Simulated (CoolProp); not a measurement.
The numbers come from the reference Helmholtz-energy equation of state, Lemmon 2005 in CoolProp. It is a short technical equation, of lower accuracy than the large ones.

**Question.** Give the vapour pressure (kPa), liquid density (kg/m³), vapour density (kg/m³), enthalpy of vaporisation (kJ/kg) of saturated 1-butene at 331.6, 337.3, 354.5 K.

**Answer.** 
| T (K) | p (kPa) | liquid density (kg/m³) | vapour density (kg/m³) | enthalpy of vaporisation (kJ/kg) |
|---|---|---|---|---|
| 331.6 | 734 | 543 | 17.8 | 319 |
| 337.3 | 840 | 535 | 20.4 | 311 |
| 354.5 | 1230 | 507 | 30.3 | 284 |
